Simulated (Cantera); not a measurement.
## Ammonia decomposition in nitride growth gas

A perfectly stirred reactor is fed with 94.2 % NH3, 5.84 % H2, at 0.987 atm; it is held at 1550 K, and followed from long to short residence time.

Detailed kinetics in Cantera: the gas-phase N/H chemistry of the illustrative SiF4/NH3 mechanism in the Surface Chemkin manual (1991). Walls and surfaces, which speed up NH3 decomposition in real reactors, are not modelled.

```tsv
τ (s)	x NH3	x H2	x NH2	x NH	x H	x N2H4
4.5	0.712	0.229	5.06e-5	1.27e-7	7.09e-6	1.40e-7
1.8	0.824	0.145	5.74e-5	1.37e-7	4.41e-6	1.80e-7
0.70	0.890	0.0967	6.12e-5	1.40e-7	2.90e-6	2.05e-7
0.28	0.920	0.0745	6.29e-5	1.39e-7	2.23e-6	2.16e-7
0.11	0.933	0.0648	6.35e-5	1.38e-7	1.93e-6	2.20e-7
0.043	0.938	0.0609	6.31e-5	1.35e-7	1.79e-6	2.18e-7
0.017	0.940	0.0593	6.15e-5	1.28e-7	1.70e-6	2.07e-7
0.0067	0.941	0.0587	5.72e-5	1.12e-7	1.56e-6	1.79e-7
0.0027	0.941	0.0585	4.77e-5	7.90e-8	1.29e-6	1.24e-7
```
x: mole fraction; the columns are a selection and need not sum to one.
